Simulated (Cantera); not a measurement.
An adiabatic, constant-pressure homogeneous reactor starts with CH4 : CO : O2 : N2 : H2 = 1 : 0.95 : 3.44 : 12.9 : 1.4 (molar parts), at 1000 K and 1.48 atm.

Model: GRI-Mech 3.0 (53 species, 325 reactions), integrated in Cantera.

One state of this run: T (K) = 2574; x CH4 = <1e-12; x CO = 0.0236; x O2 = 0.0221; x CH2 = <1e-12; x HCN = 2.47e-10; x HO2 = 4.51e-6; x NO = 0.00787. x: mole fraction; the columns are a selection and need not sum to one.

Task: Which value of t (s) does it belong to?
A. 0.000322
B. 7.46e-5
C. 9.00
D. 1.73e-5

Result: C, 9.00
